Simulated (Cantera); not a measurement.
Cantera run, input and output.

```python
import numpy as np
import cantera as ct

gas = ct.Solution("gri30.yaml")
gas.TPX = 2023, 101325, {'C2H6': 1, 'H2': 1.1}
reactor = ct.IdealGasConstPressureReactor(gas, energy="off", clone=False)
net = ct.ReactorNet([reactor])
net.rtol, net.atol = 1e-08, 1e-18
show = ['C2H6', 'H2', 'H', 'C2H2', 'CH4', 'C2H4', 'CH3']
times = np.geomspace(6e-05, 10, 11)

steps = ct.SolutionArray(gas, extra=["t"])
rows = []
print(f"{'t/s':>10s}{'T/K':>9s}{'P/Pa':>11s}" + "".join(f"{s:>11s}" for s in show))
for t in times:
    while net.time < t:
        t_next = net.step()
        steps.append(gas.state, t=t_next)
    rows.append([np.interp(t, steps.t, y) for y in (steps.T, steps.P, *steps(*show).X.T)])
    print(f"{t:10.3e}{rows[-1][0]:9.1f}{rows[-1][1]:11.4g}" + "".join(f"{x:11.3e}" for x in rows[-1][2:]))
rate = np.gradient(steps.T, steps.t)
print("integrator steps:", len(steps.t))
if steps.T.max() > steps.T[0] + 200:
    print(f"time of steepest temperature rise: {steps.t[rate.argmax()]:.4e} s")
gas.TPX = 2023, 101325, {'C2H6': 1, 'H2': 1.1}
gas.equilibrate("TP")
print(f"equilibrium (TP): T = {gas.T:.1f} K  " + "  ".join(f"{s} {gas[s].X[0]:.3e}" for s in show))
```

It prints:

```
       t/s      T/K       P/Pa       C2H6         H2          H       C2H2        CH4       C2H4        CH3
 6.000e-05   2023.0  1.013e+05  4.037e-04  6.079e-01  1.181e-03  1.842e-01  1.881e-01  1.110e-02  6.915e-03
 1.997e-04   2023.0  1.013e+05  1.951e-04  6.565e-01  1.319e-03  2.065e-01  1.269e-01  3.619e-03  4.890e-03
 6.645e-04   2023.0  1.013e+05  4.761e-05  7.074e-01  1.465e-03  2.259e-01  6.108e-02  1.602e-03  2.457e-03
 2.212e-03   2023.0  1.013e+05  6.613e-06  7.375e-01  1.582e-03  2.368e-01  2.201e-02  1.130e-03  9.232e-04
 7.360e-03   2023.0  1.013e+05  9.147e-07  7.485e-01  1.635e-03  2.408e-01  7.596e-03  1.085e-03  3.253e-04
 2.449e-02   2023.0  1.013e+05  3.931e-07  7.510e-01  1.647e-03  2.416e-01  4.430e-03  1.085e-03  1.906e-04
 8.152e-02   2023.0  1.013e+05  3.791e-07  7.511e-01  1.647e-03  2.417e-01  4.313e-03  1.085e-03  1.856e-04
 2.713e-01   2023.0  1.013e+05  3.791e-07  7.511e-01  1.647e-03  2.417e-01  4.313e-03  1.085e-03  1.856e-04
 9.029e-01   2023.0  1.013e+05  3.791e-07  7.511e-01  1.647e-03  2.417e-01  4.313e-03  1.085e-03  1.856e-04
 3.005e+00   2023.0  1.013e+05  3.791e-07  7.511e-01  1.647e-03  2.417e-01  4.313e-03  1.085e-03  1.856e-04
 1.000e+01   2023.0  1.013e+05  3.791e-07  7.511e-01  1.647e-03  2.417e-01  4.313e-03  1.085e-03  1.856e-04
integrator steps: 1406
equilibrium (TP): T = 2023.0 K  C2H6 3.791e-07  H2 7.511e-01  H 1.647e-03  C2H2 2.417e-01  CH4 4.313e-03  C2H4 1.085e-03  CH3 1.856e-04
```

Computed with Cantera and GRI-Mech 3.0 (53 species, 325 reactions). GRI-Mech 3.0 stops at C3 and has no aromatics, soot or wall deposition, so with more carbon than oxygen in the feed, carbon stays in small species such as C2H2 where larger ones or solid carbon would form.
